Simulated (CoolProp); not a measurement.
Vapour-liquid equilibrium of CHF3 (R23) (1) + propylene (2) at 239.7 K; x and y are mole fractions of (1).

Model: multi-fluid Helmholtz-energy mixture model, Penoncello 2003 and Lemmon 2013; pair parameters Bell 2016, in CoolProp.

Q: Give the bubble pressure and the first vapour's composition at x = 0.05, 0.15, 0.65. Is there an azeotrope?

A: x = 0.05: 0.2853 MPa, y = 0.363; x = 0.15: 0.4453 MPa, y = 0.611; x = 0.65: 0.7860 MPa, y = 0.845. No azeotrope shows between x = 0.05 and 0.95.

Pair parameters are fitted to limited data, so mixtures are less certain than the pure fluids. With so large a gap from Raoult's law the liquid may split in two, which this calculation doesn't test in full.
